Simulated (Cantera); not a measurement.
Feed: 1 mol CF₄, 0.39 mol HCl, 0.3 mol H₂, equilibrated at 2225 K and 8.25 Torr.

Cantera equilibrium calculation (NASA polynomials, part measured and part estimated; ideal gas, pure solids and liquids). Candidate condensed phases: C, C₆H₆, C₇H₈, C₈H₁₈; 118 gas species. Gases not in the tables: C₂F₆ and larger saturated fluorocarbons. Equilibrium is a limit: real reactors are often held back by kinetics, nucleation or transport.

Base state: HF 0.366, CF₂ 0.207, Cl 0.144, F 0.139, CF₄ 0.134, CF₃ 0.00779, CF 0.00174, HCl 0.000489 (mole fractions); condensed: C(graphite).

**Question.** What changes in the equilibrium state with this change: H₂ from 0.3 to 11 mol?

**Answer.** 
| species | before | after |
|---|---|---|
| H₂ | 2.33e-8 | 0.630 |
| HF | 0.366 | 0.291 |
| H | 9.43e-6 | 0.0490 |
| CF₂ | 0.207 | 4.84e-9 |
| Cl | 0.144 | 0.00152 |
| CF₄ | 0.134 | <1e-9 |
| F | 0.139 | 2.12e-5 |
| HCl | 0.000489 | 0.0269 |
| CF₃ | 0.00779 | <1e-9 |
| C₂H₂ (acetylene) | <1e-9 | 0.00185 |
| ClF | 0.000149 | <1e-9 |
| CClF₃ | 8.45e-5 | <1e-9 |
| Cl₂ | 8.85e-5 | 9.89e-9 |
| C(graphite), mol | 0.0527 | 0.949 |
